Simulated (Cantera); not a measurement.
Input (Python, Cantera) and output of one run.

```python
import numpy as np
import cantera as ct

gas_names = """
    C CH CH2 CH3 CH4 CN C2 C2H C2H2,acetylene C2H2,vinylidene C2H3,vinyl CH3CN C2H4 C2H5 C2H6 CCN CNC
    C2N2 C3 C3H3,propargyl C3H4,allene C3H4,propyne C3H4,cyclo- C3H5,allyl C3H6,propylene C3H6,cyclo-
    C3H7,n-propyl C3H7,i-propyl C3H8 C4 C4H2 C4H4,1,3-cyclo- C4H6,butadiene C4H6,2-butyne C4H6,cyclo-
    C4H8,1-butene C4H8,cis2-buten C4H8,tr2-butene C4H8,isobutene C4H8,cyclo- C4H9,n-butyl C4H9,i-butyl
    C4H9,s-butyl C4H9,t-butyl C4H10,isobutane C4H10,n-butane C4N2 C5 C5H6,1,3cyclo- C5H8,cyclo-
    C5H10,1-pentene C5H10,cyclo- C5H11,pentyl C5H11,t-pentyl C5H12,n-pentane C5H12,i-pentane
    CH3C(CH3)2CH3 C6H2 C6H5,phenyl C6H6 C6H10,cyclo- C6H12,1-hexene C6H12,cyclo- C6H13,n-hexyl
    C7H7,benzyl C7H8 C7H14,1-heptene C7H15,n-heptyl C7H16,n-heptane C8H8,styrene C8H10,ethylbenz
    C8H16,1-octene C8H17,n-octyl C8H18,isooctane C8H18,n-octane C9H19,n-nonyl C10H8,naphthale
    C10H21,n-decyl C12H9,o-bipheny C12H10,bipheny H HCN HCCN HNC H2 N NH NH2 NH3 N2 N2H2 N2H4
""".split()
cond_names = """
    C(gr) C6H6(L) C7H8(L) C8H18(L),n-octa
""".split()


def load(file, names, dense=False):
    # The tables refer to 1 bar. Condensed volumes are neglected.
    table = {s.name: s for s in ct.Species.list_from_file(file)}
    out = []
    for n in names:
        d = dict(table[n].input_data)
        d["thermo"] = dict(d["thermo"], **{"reference-pressure": 1e5})
        if dense:
            d["equation-of-state"] = {"model": "constant-volume", "density": "1e6 g/cm^3"}
        out.append(ct.Species.from_dict(d))
    return out


gas = ct.Solution(thermo="ideal-gas", species=load("nasa_gas.yaml", gas_names))
cond = {s.name: ct.Solution(thermo="fixed-stoichiometry", species=[s], name=s.name)
        for s in load("nasa_condensed.yaml", cond_names, dense=True)}
atoms = {
    'C2H2': {'C': 2, 'H': 2},
    'NH3': {'N': 1, 'H': 3},
}
top_T = {'C(gr)': 4500}  # K; cautious upper limits of use, not melting points


def equilibrate(T, P, feed):
    n = {}
    for name, mol in feed.items():
        for a, k in atoms[name].items():
            n[a] = n.get(a, 0.0) + k * mol
    gas.TPX = T, P, n
    mass = sum(n.values()) * gas.mean_molecular_weight
    gas.equilibrate("TP")
    valid = [c for c in cond.values() if c.min_temp <= T <= top_T.get(c.name, c.max_temp)]
    mix = ct.Mixture([(gas, mass / gas.mean_molecular_weight)] + [(c, 0.0) for c in valid])
    mix.T, mix.P = T, P
    mix.equilibrate("TP", solver="vcs", rtol=1e-11, max_steps=5000)
    return mix


results = []
feed = {'C2H2': 1, 'NH3': 0.025}  # mol
T = 850  # K
P = 51  # Pa
mix = equilibrate(T, P, feed)
results.append((T, P, feed, dict(zip(mix.species_names, mix.species_moles))))
print(gas.report(threshold=1e-06))
for i in range(1, mix.n_phases):
    print(f"{mix.phase(i).name:16s} {mix.phase_moles(i):12.5e} mol")
```

Output:

```
       temperature   850 K
          pressure   51 Pa
           density   1.6814e-05 kg/m^3
  mean mol. weight   2.3299 kg/kmol
   phase of matter   gas

                          1 kg             1 kmol
                     ---------------   ---------------
          enthalpy        6.9396e+06        1.6169e+07  J
   internal energy        3.9063e+06        9.1015e+06  J
           entropy             96872        2.2571e+05  J/K
    Gibbs function       -7.5402e+07       -1.7568e+08  J
 heat capacity c_p             12803             29830  J/K
 heat capacity c_v            9234.3             21515  J/K

                      mass frac. Y      mole frac. X     chem. pot. / RT
                     ---------------   ---------------   ---------------
               CH4         0.0021319        0.00030961           -50.728
                H2           0.85469           0.98778            -24.71
                N2           0.14318          0.011908           -36.472
     [  +89 minor]        1.1283e-06        1.3564e-07

C(gr)             1.99967e+00 mol
```

Method: chemical equilibrium by Gibbs-energy minimisation in Cantera with the NASA 1993 tables (ideal gas, pure condensed phases).
